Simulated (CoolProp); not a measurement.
Vapour-liquid equilibrium of R227EA (1) + isobutane (2) at 0.0661 MPa; x and y are mole fractions of (1).

The numbers come from the multi-fluid Helmholtz-energy mixture model, Lemmon 2016 and Bücker 2006; pair parameters Bell 2016 in CoolProp.

```csv
x,"bubble temperature, mixture model (°C)","bubble temperature, Raoult's law (°C)","y, mixture model","y, Raoult's law"
0.05,-27.3,-22.4,0.232,0.059
0.125,-31.0,-22.7,0.386,0.144
0.2,-32.6,-23.0,0.453,0.228
0.275,-33.3,-23.3,0.485,0.309
0.35,-33.6,-23.6,0.502,0.388
0.425,-33.7,-23.9,0.512,0.465
0.5,-33.7,-24.1,0.520,0.541
0.575,-33.7,-24.4,0.530,0.614
0.65,-33.6,-24.7,0.545,0.686
0.725,-33.3,-24.9,0.571,0.756
0.8,-32.6,-25.2,0.616,0.824
0.875,-31.2,-25.4,0.693,0.891
0.95,-28.6,-25.6,0.836,0.957
```

The largest gap from Raoult's law is -10.0 K in bubble temperature, at x = 0.35. y crosses x between x = 0.5 and 0.575: the model has an azeotrope there.

Pair parameters are fitted to limited data, so mixtures are less certain than the pure fluids.
